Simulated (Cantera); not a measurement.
An adiabatic, constant-volume homogeneous reactor starts with CH₄ : H₂ : O₂ : N₂ = 1 : 0.73 : 1.82 : 6.84 (molar parts), equivalence ratio 1.3, at 1525 K and 5.23 atm. Integrator tolerance rtol = 1e-08.

Detailed kinetics in Cantera: GRI-Mech 3.0 (53 species, 325 reactions). Above 3000 K some thermodynamic fits are extrapolated.

Problem. What does this change do: initial temperature 1525 to 1575 K?

Solution. 
```json
[
 {"quantity": "time of steepest temperature rise", "before": "40.5 µs", "after": "30.5 µs"},
 {"quantity": "temperature at 0.200 s", "before": "3114 K", "after": "3131 K"},
 {"quantity": "equilibrium temperature", "before": "3114 K", "after": "3131 K"},
 {"quantity": "x(CH₄) at 0.200 s", "before": "3.23e-12 (gas-phase equilibrium 3.85e-12)", "after": "3.11e-12 (gas-phase equilibrium 3.73e-12)"},
 {"quantity": "x(H₂) at 0.200 s", "before": "0.0550 (gas-phase equilibrium 0.0550)", "after": "0.0557 (gas-phase equilibrium 0.0557)"},
 {"quantity": "x(O₂) at 0.200 s", "before": "0.00399 (gas-phase equilibrium 0.00399)", "after": "0.00432 (gas-phase equilibrium 0.00432)"},
 {"quantity": "x(H) at 0.200 s", "before": "0.0155 (gas-phase equilibrium 0.0155)", "after": "0.0166 (gas-phase equilibrium 0.0166)"},
 {"quantity": "x(C₂H₄) at 0.200 s", "before": "<1e-12 (gas-phase equilibrium <1e-12)", "after": "<1e-12 (gas-phase equilibrium <1e-12)"}
]
```
